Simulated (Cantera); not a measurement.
Charge: 1 mol Si, 0.71 mol F₂, 3.6 mol H₂, equilibrated at 650 K and 10.0 Torr.

Method: chemical equilibrium by Gibbs-energy minimisation in Cantera with the NASA 1993 tables (ideal gas, pure condensed phases). Candidate condensed phases: Si; 25 gas species. Rates play no part.

Base state: H₂ 0.909, SiF₄ 0.0873, SiHF₃ 0.00329, SiH₂F₂ 8.42e-5 (mole fractions); condensed: Si(s).

**Question.** What changes in the equilibrium state with this change: F₂ from 0.71 to 9.1 mol?

**Answer.** 
```tsv
species	before	after
HF	7.11e-9	0.615
F₂	<1e-9	0.298
SiF₄	0.0873	0.0854
H₂	0.909	<1e-9
SiHF₃	0.00329	<1e-9
F	<1e-9	0.00232
SiH₂F₂	8.42e-5	<1e-9
Si(s), mol	0.642	0
```
